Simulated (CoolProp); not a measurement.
Computed with CoolProp (reference Helmholtz-energy equation of state, de Vries 1995).

Problem. For R124, give the phase and the cp (kJ/(kg K)), speed of sound (m/s), viscosity (µPa s), Prandtl number at 311.8 K and 784 kPa; 322 K and 784 kPa.

Solution. 
- 311.8 K and 784 kPa: liquid; cp 1.17, speed of sound 473, viscosity 212, Prandtl number 3.77
- 322 K and 784 kPa: liquid; cp 1.20, speed of sound 430, viscosity 187, Prandtl number 3.59

Viscosity comes from a separate model (Bell 2016), an estimate that may be off by 10 % or more. Thermal conductivity comes from a separate model (Huber 2003), an estimate that may be off by 10 % or more.
